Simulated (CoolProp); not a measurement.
Vapour-liquid equilibrium of sulfur dioxide (1) + toluene (2) at 351.8 K; x and y are mole fractions of (1).

Model: multi-fluid Helmholtz-energy mixture model, Gao 2016 and Lemmon 2006; pair parameters Bell 2016, in CoolProp.

```csv
x,bubble pressure (MPa),y at the bubble point,dew pressure at overall composition x (MPa),liquid density (mol/L)
0.05,0.09472,0.620,0.03901,9.083
0.125,[?],[?],0.04230,[?]
0.2,0.3100,0.897,0.04619,10.01
0.275,0.4343,0.931,0.05086,10.52
0.35,[?],0.951,0.05657,11.08
0.425,0.6970,0.963,0.06371,11.68
0.5,0.8298,0.972,0.07291,12.34
0.575,[?],0.978,0.08519,13.06
0.65,[?],0.983,0.1025,13.84
0.725,1.223,0.988,0.1285,14.70
0.8,1.356,0.991,0.1725,15.65
0.875,1.494,0.995,0.2627,16.69
0.95,1.640,0.998,0.5567,17.85
```

Question: Some entries are withheld; supply them.

Answer: 
- 0.125, bubble pressure (MPa): 0.1955
- 0.125, y at the bubble point: 0.826
- 0.125, liquid density (mol/L): 9.527
- 0.35, bubble pressure (MPa): 0.5644
- 0.575, bubble pressure (MPa): 0.9615
- 0.65, bubble pressure (MPa): 1.092

No azeotrope shows between x = 0.05 and 0.95.

The pair parameters rest on a limited set of measurements; away from them the model extrapolates.
